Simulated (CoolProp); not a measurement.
Carbon dioxide along the isotherm 394.4 K: density (kg/m³) from the reference equation and from simpler models built on Tc = 304.1 K, pc = 7.377 MPa, ω = 0.224; each cubic takes its own stable root.

Values from CoolProp's reference Helmholtz-energy equation of state, Span 1996.

```
p (MPa)          phase  reference
-------  -------------  ---------
2.31               gas      32.44
4.61               gas      67.91
6.92               gas      107.2
9.22     supercritical      150.5
11.5     supercritical      197.8
13.8     supercritical      249.6
16.1     supercritical      304.3
18.4     supercritical      359.7
```

Task: How far does each simpler model (ideal gas, Redlich-Kwong, Soave-Redlich-Kwong) lie from the reference over these 8 states: mean and median of the absolute difference, and the worst?

Result: 
- ideal gas: mean 19.1 %, median 19.9 %, worst -31.4 % at 394.4 K and 18.4 MPa
- Redlich-Kwong: mean 2.6 %, median 3.0 %, worst +3.8 % at 394.4 K and 16.1 MPa
- Soave-Redlich-Kwong: mean 3.3 %, median 2.8 %, worst -7.5 % at 394.4 K and 18.4 MPa
